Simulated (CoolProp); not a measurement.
Saturation properties of propylene glycol.

The numbers come from the reference Helmholtz-energy equation of state, Eisenbach 2021 in CoolProp.

```json
[
 {"T (°C)": "91.85", "p (kPa)": "1.924", "liquid density (kg/m³)": "979.7", "liquid cp (kJ/(kg K))": "2.864"},
 {"T (°C)": "103.95", "p (kPa)": "3.639", "liquid density (kg/m³)": "969.6", "liquid cp (kJ/(kg K))": "2.929"},
 {"T (°C)": "116.15", "p (kPa)": "6.588", "liquid density (kg/m³)": "959.2", "liquid cp (kJ/(kg K))": "2.994"},
 {"T (°C)": "128.35", "p (kPa)": "11.41", "liquid density (kg/m³)": "948.6", "liquid cp (kJ/(kg K))": "3.059"},
 {"T (°C)": "140.45", "p (kPa)": "18.92", "liquid density (kg/m³)": "937.8", "liquid cp (kJ/(kg K))": "3.123"},
 {"T (°C)": "152.65", "p (kPa)": "30.40", "liquid density (kg/m³)": "926.6", "liquid cp (kJ/(kg K))": "3.187"},
 {"T (°C)": "164.75", "p (kPa)": "47.12", "liquid density (kg/m³)": "915.2", "liquid cp (kJ/(kg K))": "3.251"},
 {"T (°C)": "176.95", "p (kPa)": "71.19", "liquid density (kg/m³)": "903.4", "liquid cp (kJ/(kg K))": "3.316"},
 {"T (°C)": "189.05", "p (kPa)": "104.4", "liquid density (kg/m³)": "891.3", "liquid cp (kJ/(kg K))": "3.380"},
 {"T (°C)": "201.25", "p (kPa)": "149.9", "liquid density (kg/m³)": "878.7", "liquid cp (kJ/(kg K))": "3.446"},
 {"T (°C)": "213.35", "p (kPa)": "210.1", "liquid density (kg/m³)": "865.7", "liquid cp (kJ/(kg K))": "3.512"},
 {"T (°C)": "225.55", "p (kPa)": "289.4", "liquid density (kg/m³)": "852.1", "liquid cp (kJ/(kg K))": "3.581"},
 {"T (°C)": "237.75", "p (kPa)": "391.3", "liquid density (kg/m³)": "837.9", "liquid cp (kJ/(kg K))": "3.652"}
]
```

It boils at 188.1 °C under 1 atm.
